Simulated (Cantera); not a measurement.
An adiabatic, constant-volume homogeneous reactor starts with 27.7 % CH3OH, 17.6 % O2, 54.7 % N2, equivalence ratio 2.4, at 1725 K and 0.960 bar.

Detailed kinetics in Cantera: GRI-Mech 3.0 (53 species, 325 reactions). GRI-Mech 3.0 was tuned for natural gas; its chemistry of methanol as a main component is partial and can be far from experiment.

One state of this run: T (K) = 2878; P (bar) = 2.26; x CH3OH = <1e-12; x O2 = 0.000590; x CH3 = 4.52e-11; x HCO = 9.62e-7; x H2 = 0.166; x N2O = 9.03e-8; x HCN = 1.59e-7. x: mole fraction; the columns are a selection and need not sum to one.

Q: Which value of t (s) does it belong to?
(A) 4.31e-5
(B) 0.000200
(C) 9.28e-6
(D) 0.00431

A: D, 0.00431
